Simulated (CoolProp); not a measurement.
Properties of R13 along the isobar 101 kPa.

The numbers come from the reference Helmholtz-energy equation of state, Platzer 1990 in CoolProp. This equation is an older, rougher fit.

```tsv
T (°C)	phase	density (kg/m³)	speed of sound (m/s)	Joule-Thomson coefficient (K/MPa)	Prandtl number
-0.95	gas	4.720	156.5	14.54	0.758
12.65	gas	4.487	160.2	12.65	0.754
26.35	gas	4.275	163.9	11.10	0.751
40.05	gas	4.083	167.5	9.808	0.747
53.75	gas	3.908	170.9	8.731	0.744
67.45	gas	3.747	174.4	7.824	0.741
81.05	gas	3.601	177.7	7.058	0.737
94.75	gas	3.464	180.9	6.396	0.734
108.45	gas	3.338	184.2	5.825	0.731
122.15	gas	3.221	187.3	5.329	0.727
135.85	gas	3.112	190.4	4.896	0.724
149.45	gas	3.011	193.4	4.517	0.721
163.15	gas	2.915	196.4	4.180	0.717
176.85	gas	2.826	199.4	3.880	0.714
```

Viscosity comes from a separate model (Huber 2003), an estimate that may be off by 10 % or more. Thermal conductivity comes from a separate model (Huber 2003), an estimate that may be off by 10 % or more.
